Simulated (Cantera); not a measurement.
Input: 1 mol Cu₂O, 2.7 mol H₂, 4.3 mol N₂, held at 2025 K and 13.3 mbar.

Equilibrium computed with Cantera from the NASA thermochemical tables; the gas is ideal and each condensed phase is pure. Candidate condensed phases: Cu, CuO, Cu(OH)₂, Cu₂O, H₂O; 27 gas species. Rates play no part.

Task: What is the equilibrium state?

Result: 
```
Property                             Result
--------------------------------  ---------
x(N₂)                                 0.476
x(Cu)                                 0.220
x(H₂)                                 0.185
x(H₂O)                                0.110
x(H)                                0.00717
x(Cu₂)                             0.000537
x(OH)                              0.000447
x(NO)                               2.50e-5
x(O)                                1.26e-5
gas amount                        9.030 mol
log10 activity of Cu(l) (absent)      -0.27
```
